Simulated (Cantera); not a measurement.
A closed system holds: 1 mol SiCl4, 39 mol H2, equilibrated at 652 °C and 1.33 mbar.

Cantera equilibrium calculation (NASA polynomials, part measured and part estimated; ideal gas, pure solids and liquids). Candidate condensed phases: Si; 19 gas species. The tables' values for SiCl3 are old estimates; treat these amounts as uncertain. Rates play no part.

Base state: H2 0.959, HCl 0.0200, SiCl4 0.0170, SiHCl3 0.00296, SiCl2 0.000601, SiCl3 0.000507, SiH2Cl2 5.07e-5 (mole fractions); condensed: Si(s).

Problem. What changes in the equilibrium state with this change: SiCl4 replaced by SiHCl3?

Solution. 
```csv
species,before,after
H2,0.959,0.967
HCl,0.0200,0.0183
SiCl4,0.0170,0.0117
SiCl3,0.000507,0.000384
SiHCl3,0.00296,0.00225
"Si(s), mol",0.153,0.397
```

Problem. What changes in the equilibrium state with this change: H2 from 39 to 260 mol?

Solution. 
| species | before | after |
|---|---|---|
| H2 | 0.959 | 0.989 |
| HCl | 0.0200 | 0.00990 |
| SiCl4 | 0.0170 | 0.000963 |
| SiCl3 | 0.000507 | 5.89e-5 |
| SiHCl3 | 0.00296 | 0.000349 |
| SiCl2 | 0.000601 | 0.000143 |
| SiH2Cl2 | 5.07e-5 | 1.24e-5 |
| Si(s), mol | 0.153 | 0.601 |
